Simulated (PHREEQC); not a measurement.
Dissolve 0.039 mol/kgw ZnCl2, 0.00016 mol/kgw NaCl and 0.21 mol/kgw MnSO4 at 25 °C and 300 atm. Closed to the air; pH follows from the charge balance.

Model: ion-association model, phreeqc.dat, run in PHREEQC.

Each row changes one thing in this solution. This is a speciation only: nothing precipitates in the calculation.

```
case                                               pH  ionic strength (mol/kgw)  Mn+2 (mol/kgw)  SO4-2 (mol/kgw)  MnSO4 (mol/kgw)  Cl- (mol/kgw)  SI of Halite (NaCl)
-----------------------------------------------  ----  ------------------------  --------------  ---------------  ---------------  -------------  -------------------
as made                                          5.73                     0.547           0.125            0.101           0.0759         0.0684                -6.95
0.13 mol/kgw H2SO4 added                         1.07                     0.692           0.135           0.0983           0.0660         0.0683                -6.95
MnSO4 from 0.21 to 0.42 mol/kgw                  5.87                     0.963           0.230            0.203            0.177         0.0644                -7.01
ZnCl2 replaced by Zn(NO3)2 at the same molality  5.85                     0.559           0.132           0.0994           0.0776       0.000140                -9.64
diluted 10-fold with water                       5.97                    0.0687          0.0155           0.0141          0.00533        0.00757                -8.74
```

The ionic strength passes 0.7 mol/kgw, the rough limit of the ion-association models, in MnSO4 from 0.21 to 0.42 mol/kgw. Under pressure, the constants of complexes without a molar volume in the database are unreliable.
